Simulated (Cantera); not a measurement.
An isothermal, constant-pressure homogeneous reactor starts with CH₄ : H₂O = 1 : 0.5 (molar parts), at 1350 K and 1000000 Pa.

Computed with Cantera and GRI-Mech 3.0 (53 species, 325 reactions). GRI-Mech 3.0 stops at C3 and has no aromatics, soot or wall deposition, so with more carbon than oxygen in the feed, carbon stays in small species such as C2H2 where larger ones or solid carbon would form.

One state of this run: x CH₄ = 0.586; x H₂O = 0.320; x HO₂ = <1e-12; x O = <1e-12; x C₂H₄ = 0.0148; x CH₂O = 4.48e-7; x CO = 0.000164. x: mole fraction; the columns are a selection and need not sum to one.

### Question
Which value of t (s) does it belong to?
A) 0.00283
B) 0.0563
C) 5.00
D) 0.531

### Answer
D, 0.531
